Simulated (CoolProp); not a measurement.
Model: reference Helmholtz-energy equation of state, Lemmon 2003, in CoolProp. It is a pseudo-pure fit of the blend.

Q: For R507A, give the phase and the cp (kJ/(kg K)), cv (kJ/(kg K)), expansivity (1/kK), conductivity (mW/(m K)) at 223.7 K and 14.8 MPa; 223.7 K and 32.1 MPa.

A: 
- 223.7 K and 14.8 MPa: liquid; cp 1.20, cv 0.816, expansivity 1.97, conductivity 101
- 223.7 K and 32.1 MPa: liquid; cp 1.18, cv 0.825, expansivity 1.70, conductivity 107

Thermal conductivity comes from a separate model (Geller 2001).
